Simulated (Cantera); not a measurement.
A perfectly stirred reactor is fed with CH4 : O2 : N2 = 1 : 2.3 : 8.64 (molar parts), at 3900 Torr; it is adiabatic with a 650 K inlet, and is followed from long to short residence time, starting on the burning branch (τ in s: 0.035, 0.017, 0.0086, 0.0042, 0.0021, 0.001, 0.00052, 0.00026, 0.00013, 6.3e-05, 3.1e-05, 1.5e-05, 7.6e-06).

Detailed kinetics in Cantera: GRI-Mech 3.0 (53 species, 325 reactions).

Problem. Predict: blow-out, bracketed by the residence times tried; x(CH4) at τ = 35.0 ms; x(O2) at τ = 35.0 ms; x(NO2) at τ = 35.0 ms; x(H) at τ = 35.0 ms; x(CH4) at τ = 0.520 ms; x(O2) at τ = 0.520 ms; x(NO2) at τ = 0.520 ms; x(H) at τ = 0.520 ms.

Solution. blow-out, bracketed by the residence times tried: burning at 15.0 µs, out at 7.60 µs
x(CH4) at τ = 35.0 ms: 1.64e-6
x(O2) at τ = 35.0 ms: 0.0246
x(NO2) at τ = 35.0 ms: 2.52e-6
x(H) at τ = 35.0 ms: 0.000186
x(CH4) at τ = 0.520 ms: 6.41e-5
x(O2) at τ = 0.520 ms: 0.0289
x(NO2) at τ = 0.520 ms: 2.98e-7
x(H) at τ = 0.520 ms: 0.000707
